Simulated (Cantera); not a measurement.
Cantera run:

```python
import numpy as np
import cantera as ct

gas_names = [...]  # 136 gases of nasa_gas.yaml made of C, H, N, O
cond_names = """
    C(gr) C6H6(L) C7H8(L) C8H18(L),n-octa H2O(s) H2O(L)
""".split()


# ... load() reads the species with a 1 bar reference pressure and builds the phases ...
atoms = {
    'C2H2': {'C': 2, 'H': 2},
    'CO2': {'C': 1, 'O': 2},
    'N2': {'N': 2},
    'O2': {'O': 2},
}
top_T = {'C(gr)': 4500}  # K; cautious upper limits of use, not melting points


# ... equilibrate(T, P, feed) seeds the gas with the atoms and calls Mixture.equilibrate('TP', solver="vcs", rtol=1e-11, max_steps=5000) ...
results = []
feed = {'C2H2': 1, 'CO2': 0.14, 'N2': 4.3, 'O2': 0.23}  # mol
T = 850  # K
for P in [10, 46, 220, 1000, 4600, 22000, 100000, 460000, 2200000, 10000000]:
    mix = equilibrate(T, P, feed)
    results.append((T, P, feed, dict(zip(mix.species_names, mix.species_moles))))
    x = sorted(zip(gas.X, gas.species_names), reverse=True)
    print(f"T = {T:g} K  P = {P:g} Pa  gas = {mix.phase_moles(0):.4g} mol")
    print("   x: " + "  ".join(f"{s} {v:.3e}" for v, s in x if v > 0.0001))
    print("   condensed (mol): " + ("  ".join(f"{mix.phase(i).name} {mix.phase_moles(i):.4g}"
          for i in range(1, mix.n_phases) if mix.phase_moles(i) > 1e-12) or "none"))
```

Output:

```
T = 850 K  P = 10 Pa  gas = 6.04 mol
   x: N2 7.120e-01  H2 1.656e-01  CO 1.224e-01
   condensed (mol): C(gr) 1.4
T = 850 K  P = 46 Pa  gas = 6.039 mol
   x: N2 7.121e-01  H2 1.655e-01  CO 1.222e-01  CO2 1.479e-04
   condensed (mol): C(gr) 1.401
T = 850 K  P = 220 Pa  gas = 6.034 mol
   x: N2 7.127e-01  H2 1.653e-01  CO 1.209e-01  CO2 6.933e-04  H2O 3.104e-04
   condensed (mol): C(gr) 1.406
T = 850 K  P = 1000 Pa  gas = 6.013 mol
   x: N2 7.151e-01  H2 1.646e-01  CO 1.159e-01  CO2 2.895e-03  H2O 1.346e-03  CH4 1.686e-04
   condensed (mol): C(gr) 1.424
T = 850 K  P = 4600 Pa  gas = 5.946 mol
   x: N2 7.232e-01  H2 1.615e-01  CO 9.958e-02  CO2 9.827e-03  H2O 5.217e-03  CH4 7.461e-04
   condensed (mol): C(gr) 1.485
T = 850 K  P = 22000 Pa  gas = 5.803 mol
   x: N2 7.410e-01  H2 1.503e-01  CO 6.793e-02  CO2 2.187e-02  H2O 1.584e-02  CH4 3.091e-03
   condensed (mol): C(gr) 1.601
T = 850 K  P = 100000 Pa  gas = 5.627 mol
   x: N2 7.641e-01  H2 1.250e-01  CO 3.757e-02  H2O 3.313e-02  CO2 3.040e-02  CH4 9.724e-03
   condensed (mol): C(gr) 1.703
T = 850 K  P = 460000 Pa  gas = 5.458 mol
   x: N2 7.877e-01  H2 8.746e-02  H2O 5.167e-02  CO2 3.285e-02  CH4 2.189e-02  CO 1.821e-02  NH3 1.960e-04
   condensed (mol): C(gr) 1.742
T = 850 K  P = 2.2e+06 Pa  gas = 5.327 mol
   x: N2 8.070e-01  H2O 6.544e-02  H2 5.085e-02  CH4 3.540e-02  CO2 3.259e-02  CO 8.292e-03  NH3 4.207e-04
   condensed (mol): C(gr) 1.734
T = 850 K  P = 1e+07 Pa  gas = 5.25 mol
   x: N2 8.187e-01  H2O 7.300e-02  CH4 4.478e-02  CO2 3.205e-02  H2 2.683e-02  CO 3.857e-03  NH3 7.380e-04
   condensed (mol): C(gr) 1.716
```

Method: chemical equilibrium by Gibbs-energy minimisation in Cantera with the NASA 1993 tables (ideal gas, pure condensed phases). The ideal-gas law is rough above about 30 bar.
